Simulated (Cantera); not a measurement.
# Stirred combustor or abatement burner

A perfectly stirred reactor is fed with CH4 : CO : O2 : N2 = 1 : 0.58 : 1.53 : 8.4 (molar parts), equivalence ratio 1.5, at 480 Torr; it is adiabatic with a 650 K inlet, and is followed from long to short residence time, starting on the burning branch (τ in s: 0.021, 0.0077, 0.0028, 0.001, 0.00037, 0.00013, 4.9e-05, 1.8e-05, 6.4e-06).

Model: GRI-Mech 3.0 (53 species, 325 reactions), integrated in Cantera.

```json
[
 {"τ (s)": "0.021", "T (K)": "1909", "x CH4": "0.000162", "x CO": "0.0810", "x O2": "0.000380", "x H2O2": "6.57e-9", "x NO2": "5.36e-10", "x O": "2.24e-5"},
 {"τ (s)": "0.0077", "T (K)": "1899", "x CH4": "0.000263", "x CO": "0.0812", "x O2": "0.000787", "x H2O2": "1.17e-8", "x NO2": "6.70e-10", "x O": "4.19e-5"},
 {"τ (s)": "0.0028", "T (K)": "1882", "x CH4": "0.000491", "x CO": "0.0819", "x O2": "0.00174", "x H2O2": "2.15e-8", "x NO2": "8.45e-10", "x O": "7.55e-5"},
 {"τ (s)": "0.0010", "T (K)": "1847", "x CH4": "0.00106", "x CO": "0.0843", "x O2": "0.00426", "x H2O2": "4.70e-8", "x NO2": "1.08e-9", "x O": "0.000138"},
 {"τ (s)": "0.00037", "T (K)": "650", "x CH4": "0.0869", "x CO": "0.0504", "x O2": "0.133", "x H2O2": "<1e-12", "x NO2": "<1e-12", "x O": "<1e-12"},
 {"τ (s)": "0.00013", "T (K)": "650", "x CH4": "0.0869", "x CO": "0.0504", "x O2": "0.133", "x H2O2": "<1e-12", "x NO2": "<1e-12", "x O": "<1e-12"},
 {"τ (s)": "4.9e-5", "T (K)": "650", "x CH4": "0.0869", "x CO": "0.0504", "x O2": "0.133", "x H2O2": "<1e-12", "x NO2": "<1e-12", "x O": "<1e-12"},
 {"τ (s)": "1.8e-5", "T (K)": "650", "x CH4": "0.0869", "x CO": "0.0504", "x O2": "0.133", "x H2O2": "<1e-12", "x NO2": "<1e-12", "x O": "<1e-12"},
 {"τ (s)": "6.4e-6", "T (K)": "650", "x CH4": "0.0869", "x CO": "0.0504", "x O2": "0.133", "x H2O2": "<1e-12", "x NO2": "<1e-12", "x O": "<1e-12"}
]
```
x: mole fraction; the columns are a selection and need not sum to one.
